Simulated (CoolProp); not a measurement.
n-perfluorohexane at several states: fugacity coefficient from the reference equation and from simpler models built on Tc = 174.9 °C, pc = 1.742 MPa, ω = 0.497; each cubic takes its own stable root.

Computed with CoolProp (reference Helmholtz-energy equation of state, Gao 2022).

```csv
T (°C),p (MPa),phase,reference,van der Waals,Redlich-Kwong,Peng-Robinson
131.55,2.49,liquid,0.2675,0.4117,0.3386,0.2699
65.55,0.0114,gas,0.9940,0.9963,0.9951,0.9939
132.55,0.84,liquid,0.7099,0.8184,0.7859,0.7094
146.65,0.315,gas,0.9209,0.9375,0.9266,0.9158
-24.45,2.63,liquid,0.0009185,0.05099,0.007486,0.001017
```

At some of these states van der Waals, Redlich-Kwong gives the other phase, because its saturation line lies elsewhere.
